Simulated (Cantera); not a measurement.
Input: 1 mol SiCl4, 0.29 mol O3, 7.9 mol N2O, held at 1748 K and 0.250 bar.

Method: chemical equilibrium by Gibbs-energy minimisation in Cantera with the NASA 1993 tables (ideal gas, pure condensed phases). Candidate condensed phases: Si, SiO2, Si2N2O, Si3N4; 23 gas species. The tables hold silica as quartz up to 1696 K and as liquid above; real silica turns to tridymite and cristobalite and melts near 1996 K. Kinetics and transport are ignored.

Base state: N2 0.553, O2 0.236, Cl 0.133, Cl2 0.0736, NO 0.00308, ClO 0.000605, O 7.12e-5 (mole fractions); condensed: SiO2(condensed).

**Question.** What changes in the equilibrium state with this change: N2O from 7.9 to 0.59 mol?

**Answer.** 
```
species                 before     after
--------------------  --------  --------
Cl2                     0.0736     0.382
Cl                       0.133     0.304
N2                       0.553     0.216
O2                       0.236   1.64e-5
SiCl4                  2.55e-7    0.0985
SiCl3                  1.18e-9  0.000201
NO                     0.00308   1.60e-5
O                      7.12e-5   5.95e-7
ClO                   0.000605   1.15e-5
SiO2(condensed), mol     1.000     0.730
```
The tables' values for SiCl3 are old estimates; treat these amounts as uncertain.
